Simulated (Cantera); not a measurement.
A closed system holds: 1 mol CH3SiCl3, 0.031 mol C3H8, 4.1 mol H2, equilibrated at 2525 K and 0.690 bar.

Method: chemical equilibrium by Gibbs-energy minimisation in Cantera with the NASA 1993 tables (ideal gas, pure condensed phases). Candidate condensed phases: C, C6H6, C7H8, C8H18, Si, SiC; 109 gas species. The feed counts by its element totals alone. The tables' values for SiCl, SiCl3 are old estimates; treat these amounts as uncertain. Gases not in the tables: Si2H6 and higher silanes. The numbers say what is thermodynamically allowed, not how fast it happens.

Base state: H2 0.609, HCl 0.291, SiCl2 0.0508, H 0.0263, Cl 0.00886, C2H2 (acetylene) 0.00731, SiCl 0.00259, Si 0.00210 (mole fractions); condensed: C(graphite) + SiC(s).

What changes in the equilibrium state with this change: H2 from 4.1 to 25 mol?


| species | before | after |
|---|---|---|
| H2 | 0.609 | 0.858 |
| HCl | 0.291 | 0.0917 |
| H | 0.0263 | 0.0313 |
| SiCl2 | 0.0508 | 0.00468 |
| SiCl3 | 0.000851 | 2.08e-5 |
| SiHCl3 | 1.62e-5 | 4.70e-7 |
| C2HCl | 4.16e-5 | 7.78e-6 |
| Cl | 0.00886 | 0.00236 |
| SiCl | 0.00259 | 0.000895 |
| C(graphite), mol | 0.401 | 0 |
| SiC(s), mol | 0.570 | 0.698 |
